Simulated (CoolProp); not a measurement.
The numbers come from the reference Helmholtz-energy equation of state, Zhou 2011 in CoolProp.

For dimethyl carbonate, give the phase and the density (kg/m³), cp (kJ/(kg K)), expansivity (1/kK), fugacity coefficient at 573 K and 0.92 MPa; 573 K and 1.38 MPa; 573 K and 2.15 MPa.


- 573 K and 0.92 MPa: gas; density 18.5, cp 1.85, expansivity 2.14, fugacity coefficient 0.942
- 573 K and 1.38 MPa: gas; density 28.8, cp 1.88, expansivity 2.40, fugacity coefficient 0.913
- 573 K and 2.15 MPa: gas; density 47.9, cp 1.94, expansivity 2.99, fugacity coefficient 0.866
